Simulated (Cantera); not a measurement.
What does this Cantera script print?

```python
import numpy as np
import cantera as ct

gas_names = """
    CL CL2 H HCL H2 Si SiCL SiCL2 SiCL3 SiCL4 SiH SiHCL3 SiH2 SiH2CL2 SiH3 SiH3CL SiH4 Si2 Si3
""".split()
cond_names = """
    Si(cr) Si(L)
""".split()


# ... load() reads the species with a 1 bar reference pressure and builds the phases ...
atoms = {
    'Si': {'Si': 1},
    'HCl': {'H': 1, 'CL': 1},
    'H2': {'H': 2},
}
top_T = {}  # K; cautious upper limits of use, not melting points


# ... equilibrate(T, P, feed) seeds the gas with the atoms and calls Mixture.equilibrate('TP', solver="vcs", rtol=1e-11, max_steps=5000) ...
results = []
feed = {'Si': 1, 'HCl': 0.83, 'H2': 6.7}  # mol
P = 460000  # Pa
for T in [523, 623, 723, 823, 923, 1023, 1123, 1223, 1323, 1423, 1523, 1623, 1723]:
    mix = equilibrate(T, P, feed)
    results.append((T, P, feed, dict(zip(mix.species_names, mix.species_moles))))

top = {s: max(r[3][s] / sum(r[3][g] for g in gas_names) for r in results) for s in gas_names}
cols = sorted((s for s in top if top[s] > 1e-05), key=lambda s: -top[s])[:6]
seen = [c for c in cond_names if any(r[3].get(c, 0) > 1e-12 for r in results)]
print("log10 of partial pressures in bar; condensed amounts in mol")
print(f"{'T/K':>10s}" + "".join(f"{s[:9]:>10s}" for s in cols + seen))
for T, P, feed, n in results:
    ng = sum(n[g] for g in gas_names)
    print(f"{T:10.4g}" + "".join(f"{np.log10(max(n[s] / ng * P / 1e5, 1e-99)):10.3f}" for s in cols)
          + "".join(f"{n.get(c, 0):10.4g}" for c in seen))
```

Output:

```
log10 of partial pressures in bar; condensed amounts in mol
       T/K        H2       HCL    SiHCL3     SiCL2     SiCL4     SiCL3    Si(cr)     Si(L)
       523     0.647    -5.072    -1.011   -11.360    -1.261    -8.209    0.7487         0
       623     0.647    -3.911    -1.026    -8.771    -1.250    -6.503    0.7484         0
       723     0.647    -3.076    -1.041    -6.905    -1.239    -5.271    0.7487         0
       823     0.647    -2.447    -1.056    -5.501    -1.232    -4.343    0.7499         0
       923     0.647    -1.960    -1.073    -4.409    -1.232    -3.623    0.7533         0
      1023     0.646    -1.572    -1.097    -3.541    -1.243    -3.054    0.7604         0
      1123     0.644    -1.262    -1.135    -2.843    -1.275    -2.606    0.7725         0
      1223     0.641    -1.014    -1.197    -2.282    -1.341    -2.262    0.7893         0
      1323     0.636    -0.821    -1.300    -1.842    -1.463    -2.021    0.8084         0
      1423     0.632    -0.682    -1.463    -1.516    -1.666    -1.890    0.8252         0
      1523     0.628    -0.592    -1.699    -1.298    -1.970    -1.872    0.8362         0
      1623     0.625    -0.545    -1.998    -1.171    -2.358    -1.949    0.8412         0
      1723     0.623    -0.516    -2.330    -1.116    -2.783    -2.086         0    0.8467
```

These are equilibrium values from Cantera (NASA tables, ideal gas, pure condensed phases), not measurements of a reactor. The tables' values for SiCl3 are old estimates; treat these amounts as uncertain. Gases not in the tables: Si2H6 and higher silanes.
